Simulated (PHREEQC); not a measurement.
PHREEQC input (Pitzer model, pitzer.dat):

```
SOLUTION 1
  temp 5
  units mol/kgw
  pH 7 charge
  Cl 0.11
END
SELECTED_OUTPUT 1
  -reset false
  -pH true
  -pe true
  -ionic_strength true
  -water true
  -totals Cl K S
  -molalities H+ K+ Cl- SO4-2 OH- HSO4-
  -equilibrium_phases Arcanite
  -saturation_indices Misenite Sylvite
PRINT
  -reset false
USE solution 1
REACTION_PRESSURE 1
  1 50 100 200 300 400 500 600 800 1000
EQUILIBRIUM_PHASES 1
  Arcanite 0 30
END
```

Selected output (columns that matter, 10 of 10 rows; P (atm) added in front):

```
P (atm)	pH	mu	K	S	m_H+	m_K+	m_SO4-2	m_HSO4-	Arcanite	si_Misenite	si_Sylvite
1	1.6732	1.4072	0.95735	0.47868	0.040579	0.95735	0.40926	0.069421	29.521	-12.621	-2.1809
50	1.6685	1.4468	0.98304	0.49152	0.041119	0.98304	0.42264	0.068881	29.508	-12.272	-2.1822
100	1.6644	1.4822	1.0061	0.50303	0.041575	1.0061	0.4346	0.068425	29.497	-11.915	-2.184
200	1.6583	1.538	1.0424	0.52119	0.042223	1.0424	0.45341	0.067777	29.479	-11.201	-2.1889
300	1.6548	1.5742	1.0661	0.53303	0.042564	1.0661	0.46559	0.067436	29.467	-10.484	-2.1956
400	1.6536	1.5921	1.0779	0.53894	0.04264	1.0779	0.47157	0.06736	29.461	-9.7665	-2.204
500	1.6543	1.5935	1.079	0.53951	0.042485	1.079	0.47199	0.067515	29.46	-9.0478	-2.2137
600	1.657	1.5805	1.0708	0.53542	0.042127	1.0708	0.46755	0.067873	29.465	-8.3286	-2.2248
800	1.667	1.5202	1.0323	0.51615	0.040886	1.0323	0.44703	0.069114	29.484	-6.89	-2.2502
1000	1.6826	1.4278	0.9731	0.48655	0.039061	0.9731	0.41561	0.070939	29.513	-5.4537	-2.279
```

Species that the database lacks are ignored. In brines, pH and single-ion activities rest on the MacInnes convention. Constants without temperature data keep their 25 °C values here.
